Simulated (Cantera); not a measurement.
Input: 1 mol SiH₄, 410 mol H₂, equilibrated at 1725 K and 7.50 Torr.

Cantera equilibrium calculation (NASA polynomials, part measured and part estimated; ideal gas, pure solids and liquids). Candidate condensed phases: Si; 9 gas species. Gases not in the tables: Si₂H₆ and higher silanes. Kinetics and transport are ignored.

Base state: H₂ 0.998, H 0.00186, Si 0.000102, SiH₂ 1.72e-5, SiH 1.45e-5 (mole fractions); condensed: Si(l).

Q: What changes in the equilibrium state with this change: SiH₄ replaced by SiH₂Cl₂?

A: 
| species | before | after |
|---|---|---|
| H₂ | 0.998 | 0.993 |
| HCl | 0 | 0.00468 |
| H | 0.00186 | 0.00185 |
| SiCl₂ | 0 | 7.62e-5 |
| Si | 0.000102 | 0.000102 |
| SiH₂ | 1.72e-5 | 1.71e-5 |
| SiH | 1.45e-5 | 1.45e-5 |
| Si(l), mol | 0.945 | 0.910 |

Q: What changes in the equilibrium state with this change: pressure from 7.50 Torr to 0.975 Torr?

A: 
```csv
species,before,after
H₂,0.998,0.994
H,0.00186,0.00514
Si,0.000102,0.000781
SiH,1.45e-5,4.01e-5
SiH₂,1.72e-5,1.71e-5
"Si(l), mol",0.945,0.649
```
